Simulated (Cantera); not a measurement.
# Equilibrium for carbon deposition, reforming and gasification: C₂H₂ + NH₃ + N₂

Feed: 1 mol C₂H₂, 0.67 mol NH₃, 0.22 mol N₂, equilibrated at 1798 K and 180000 Pa.

Cantera equilibrium calculation (NASA polynomials, part measured and part estimated; ideal gas, pure solids and liquids). Candidate condensed phases: C, C₆H₆, C₇H₈, C₈H₁₈; 92 gas species. Kinetics and transport are ignored.

| Quantity | Result |
|---|---|
| x(H₂) | 0.781 |
| x(N₂) | 0.216 |
| x(HCN) | 0.00249 |
| x(CH₄) | 0.000849 |
| x(H) | 0.000232 |
| x(C₂H₂ (acetylene)) | 0.000135 |
| x(HNC) | 9.42e-5 |
| x(NH₃) | 1.69e-5 |
| x(CH₃) | 5.10e-6 |
| n(C(graphite)) | 1.99 mol |
| gas amount | 2.558 mol |
